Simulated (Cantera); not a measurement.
Hydrocarbon pyrolysis for carbon deposition

An isothermal, constant-pressure homogeneous reactor starts with 23.8 % CH₄, 76.2 % H₂, at 1575 K and 0.00464 atm.

Model: GRI-Mech 3.0 (53 species, 325 reactions), integrated in Cantera. GRI-Mech 3.0 stops at C3 and has no aromatics, soot or wall deposition, so with more carbon than oxygen in the feed, carbon stays in small species such as C2H2 where larger ones or solid carbon would form. Radical loss at walls, strong at low pressure, is not modelled.

```
t (s)       x CH₄   x H₂    x C₂H₄     x CH₃       x H    x C₂H₆     x CH₂
--------  -------  -----  --------  --------  --------  --------  --------
0.000100    0.238  0.762    <1e-12   4.99e-7   1.65e-7    <1e-12    <1e-12
0.000251    0.238  0.762  1.01e-12   1.36e-6   3.05e-7    <1e-12    <1e-12
0.000631    0.238  0.762  2.71e-11   3.54e-6   6.49e-7  1.28e-11  1.73e-12
0.00159     0.238  0.762  5.53e-10   9.01e-6   1.51e-6  2.22e-10  1.34e-11
0.00399     0.238  0.762   9.67e-9   2.28e-5   3.68e-6   3.45e-9  9.18e-11
0.0100      0.238  0.762   1.59e-7   5.73e-5   9.13e-6   4.75e-8  5.95e-10
0.0252      0.238  0.762   2.54e-6  0.000144   2.28e-5   5.28e-7   3.72e-9
0.0632      0.238  0.762   3.89e-5  0.000361   5.72e-5   4.28e-6   2.24e-8
0.159       0.236  0.763  0.000498  0.000884  0.000142   2.37e-5   1.22e-7
0.399       0.221  0.771   0.00204   0.00141  0.000245   5.03e-5   2.96e-7
1.00        0.181  0.795   0.00163   0.00123  0.000268   3.72e-5   2.78e-7
2.52        0.122  0.830  0.000809  0.000894  0.000301   1.88e-5   2.27e-7
6.34       0.0629  0.866  0.000275  0.000528  0.000359   6.01e-6   1.65e-7
15.9       0.0239  0.889   9.17e-5  0.000245  0.000450   1.13e-6   1.02e-7
40.0      0.00748  0.899   5.92e-5   9.11e-5  0.000540   1.37e-7   4.77e-8
```
x: mole fraction; the columns are a selection and need not sum to one.

Equilibrium at this temperature and pressure: CH₄ 0.000490, H₂ 0.903, C₂H₄ 5.62e-5, CH₃ 6.38e-6, H 0.000580, C₂H₆ 1.19e-9, CH₂ 3.72e-9 (gas phase only).
